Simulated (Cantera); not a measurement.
Charge: 1 mol SiF4, 1.2 mol O2, a varied amount of H2, equilibrated at 1002 °C and 7.40 Pa.

Equilibrium computed with Cantera from the NASA thermochemical tables; the gas is ideal and each condensed phase is pure. Candidate condensed phases: H2O, Si, SiO2; 38 gas species. The tables hold silica as quartz up to 1696 K and as liquid above; real silica turns to tridymite and cristobalite and melts near 1996 K. Rates play no part.

x: gas mole fraction; n: condensed amount in mol.

| n(H2) (mol) | x H2 | x HF | x H2O | x SiF4 | n SiO2(β-quartz) |
|---|---|---|---|---|---|
| 2.6 | 0.0435 | 0.865 | 0.0899 | [?] | 0.994 |
| 6.5 | 0.483 | 0.469 | 0.0479 | [?] | 0.996 |
| 10 | 0.633 | 0.333 | 0.0338 | [?] | 0.997 |
| 14 | 0.725 | 0.250 | 0.0252 | [?] | 0.998 |
| 18 | 0.780 | 0.200 | 0.0202 | [?] | 0.998 |
| 22 | 0.817 | 0.166 | 0.0168 | [?] | 0.999 |
| 26 | 0.843 | 0.143 | 0.0144 | [?] | 0.999 |
| 30 | 0.862 | 0.125 | 0.0126 | [?] | 0.999 |
| 34 | 0.878 | 0.111 | 0.0112 | [?] | 0.999 |
| 38 | 0.890 | 0.0999 | 0.0100 | [?] | 0.999 |
| 42 | 0.900 | 0.0908 | 0.00913 | [?] | 0.999 |

Task: Complete the blanks.

Result: 
- 2.6, x SiF4: 0.00140
- 6.5, x SiF4: 0.000427
- 10, x SiF4: 0.000217
- 14, x SiF4: 0.000123
- 18, x SiF4: 7.92e-5
- 22, x SiF4: 5.52e-5
- 26, x SiF4: 4.07e-5
- 30, x SiF4: 3.12e-5
- 34, x SiF4: 2.47e-5
- 38, x SiF4: 2.00e-5
- 42, x SiF4: 1.66e-5
